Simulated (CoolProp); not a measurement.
Hexamethyldisiloxane (MM) at several states: fugacity coefficient from the reference equation and from simpler models built on Tc = 518.7 K, pc = 19.31 bar, ω = 0.418; each cubic takes its own stable root.

Model: reference Helmholtz-energy equation of state, Thol 2016, in CoolProp.

| T (K) | p (bar) | phase | reference | van der Waals | Redlich-Kwong | Soave-Redlich-Kwong |
|---|---|---|---|---|---|---|
| 294.5 | 1.76 | liquid | 0.02646 | 0.6460 | 0.1224 | ___ |
| 217.4 | 0.263 | liquid | 0.0004901 | ___ | 0.009944 | ___ |
| 390.2 | 13.4 | liquid | 0.1201 | 0.3797 | ___ | 0.1227 |
| 547.3 | 67.6 | supercritical | ___ | 0.3888 | ___ | ___ |

What belongs in the gaps?


- 294.5, Soave-Redlich-Kwong: 0.02634
- 217.4, van der Waals: 0.5490
- 217.4, Soave-Redlich-Kwong: 0.0005327
- 390.2, Redlich-Kwong: 0.2175
- 547.3, reference: 0.3532
- 547.3, Redlich-Kwong: 0.3582
- 547.3, Soave-Redlich-Kwong: 0.3820
